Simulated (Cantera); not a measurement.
Abatement and gas-phase synthesis: SO2 + H2 + O2

A closed system holds: 1 mol SO2, 0.27 mol H2, 0.085 mol O2, equilibrated at 20.3 Torr.

Method: chemical equilibrium by Gibbs-energy minimisation in Cantera with the NASA 1993 tables (ideal gas, pure condensed phases). Candidate condensed phases: H2O, H2SO4, S; 19 gas species. Gases not in the tables: S3 to S7. Equilibrium is a limit: real reactors are often held back by kinetics, nucleation or transport.

| T (K) | x SO2 | x H2O | x SO | x H2 | x S2 | x OH | x O2 |
|---|---|---|---|---|---|---|---|
| 800 | 0.765 | 0.213 | 1.31e-6 | 8.85e-5 | 0.0165 | <1e-12 | <1e-12 |
| 950 | 0.764 | 0.214 | 2.40e-5 | 0.000433 | 0.0175 | 5.14e-11 | <1e-12 |
| 1100 | 0.764 | 0.214 | 0.000196 | 0.00138 | 0.0178 | 4.04e-9 | 1.54e-12 |
| 1250 | 0.764 | 0.212 | 0.000962 | 0.00333 | 0.0175 | 1.12e-7 | 1.79e-10 |
| 1400 | 0.763 | 0.209 | 0.00330 | 0.00656 | 0.0163 | 1.52e-6 | 7.68e-9 |
| 1550 | 0.761 | 0.204 | 0.00869 | 0.0110 | 0.0139 | 1.25e-5 | 1.67e-7 |
| 1700 | 0.755 | 0.198 | 0.0184 | 0.0160 | 0.0102 | 7.26e-5 | 2.29e-6 |
| 1850 | 0.747 | 0.193 | 0.0317 | 0.0203 | 0.00577 | 0.000327 | 2.39e-5 |
| 2000 | 0.737 | 0.189 | 0.0446 | 0.0222 | 0.00217 | 0.00125 | 0.000224 |
| 2150 | 0.726 | 0.185 | 0.0544 | 0.0219 | 0.000656 | 0.00415 | 0.00182 |
| 2300 | 0.697 | 0.175 | 0.0700 | 0.0231 | 0.000332 | 0.0109 | 0.00917 |
x: gas mole fraction; nothing condenses.

From 800 K to 2300 K nothing is condensed.
